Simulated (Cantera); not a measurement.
Charge: 1 mol SiF₄, 7.3 mol N₂O, a varied amount of H₂, held at 727 °C and 91.0 Pa.

These are equilibrium values from Cantera (NASA tables, ideal gas, pure condensed phases), not measurements of a reactor. Candidate condensed phases: H₂O, Si, SiO₂, Si₂N₂O, Si₃N₄; 58 gas species. Equilibrium is a limit: real reactors are often held back by kinetics, nucleation or transport.

log p: log10 of the partial pressure in bar; n: condensed amount in mol.

```csv
n(H₂) (mol),log p N₂,log p O₂,log p H₂O,log p HF,log p H₂,log p SiF₄,n SiO₂(β-quartz)
0.15,-3.26,-3.57,-6.89,-4.65,<-15,-4.16,0.0742
0.31,-3.27,-3.59,-6.26,-4.35,-14.53,-4.20,0.151
0.64,-3.28,-3.62,-5.63,-4.06,-13.88,-4.30,0.304
1.3,-3.30,(withheld),(withheld),(withheld),(withheld),(withheld),(withheld)
2.7,-3.33,(withheld),(withheld),-3.63,(withheld),(withheld),0.925
5.5,-3.37,-4.28,-3.69,-3.64,-11.61,-6.51,0.995
11,-3.49,<-15,-3.62,-3.75,-3.78,-7.08,0.998
```

Task: What belongs in the gaps?

Result: 
- 1.3, log p O₂: -3.68
- 1.3, log p H₂O: -5.00
- 1.3, log p HF: -3.80
- 1.3, log p H₂: -13.21
- 1.3, log p SiF₄: -4.53
- 1.3, n SiO₂(β-quartz): 0.577
- 2.7, log p O₂: -3.83
- 2.7, log p H₂O: -4.26
- 2.7, log p H₂: -12.41
- 2.7, log p SiF₄: -5.32
